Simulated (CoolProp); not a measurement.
Vapour-liquid equilibrium of R13 (1) + propylene (2) at 0.504 MPa; x and y are mole fractions of (1).

Computed with CoolProp (multi-fluid Helmholtz-energy mixture model, Platzer 1990 and Lemmon 2013; pair parameters Bell 2016). This equation is an older, rougher fit; its heat capacities, sound speeds and derivatives of the liquid may be far off and weren't checked against measurements.

Give the bubble temperature and the first vapour's composition at x = 0.2, 0.65, 0.8. Is there an azeotrope?

x = 0.2: -24.0 °C, y = 0.539; x = 0.65: -39.2 °C, y = 0.847; x = 0.8: -41.9 °C, y = 0.907. No azeotrope shows between x = 0.05 and 0.95.

Pair parameters are fitted to limited data, so mixtures are less certain than the pure fluids.
